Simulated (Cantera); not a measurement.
A closed system holds: 1 mol Si, 2.8 mol SF6, at 575 °C and 1.10 Pa.

Equilibrium computed with Cantera from the NASA thermochemical tables; the gas is ideal and each condensed phase is pure. Candidate condensed phases: S, Si; 21 gas species. The tables' values for SF3 are old estimates; treat these amounts as uncertain. Rates play no part.

Base state: SF4 0.524, SiF4 0.263, SF6 0.212, SF3 0.000997, SF2 0.000557 (mole fractions); condensed: gas only.

**Question.** What changes in the equilibrium state with this change: SF6 from 2.8 to 1.8 mol?

**Answer.** 
```
species        before    after
-----------  --------  -------
SF4             0.524    0.582
SiF4            0.263    0.363
SF2          0.000557   0.0257
SF6             0.212  0.00566
S2F2 (SSF2)   1.85e-7   0.0163
SF3          0.000997  0.00714
```
The tables' values for S2F2 (SSF2), SF3 are old estimates; treat these amounts as uncertain.
